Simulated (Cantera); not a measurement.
Input: 1 mol PbS, 560 mol H₂, equilibrated at 1.73 Torr.

Cantera equilibrium calculation (NASA polynomials, part measured and part estimated; ideal gas, pure solids and liquids). Candidate condensed phases: Pb, PbS, S; 10 gas species. Rates play no part. All values below are at 977 °C.

Base state: H₂ 0.997, Pb 0.00151, H₂S 0.00149, PbS 0.000276, H 1.01e-5 (mole fractions); condensed: gas only.

**Question.** What changes in the equilibrium state with this change: H₂ from 560 to 4.6 mol?

**Answer.** 
```csv
species,before,after
H₂,0.997,0.791
PbS,0.000276,0.145
Pb,0.00151,0.0331
H₂S,0.00149,0.0283
S₂,4.03e-6,0.00231
SH,9.85e-6,0.000210
H,1.01e-5,8.96e-6
```
Gases not in the tables: S₃ to S₇.
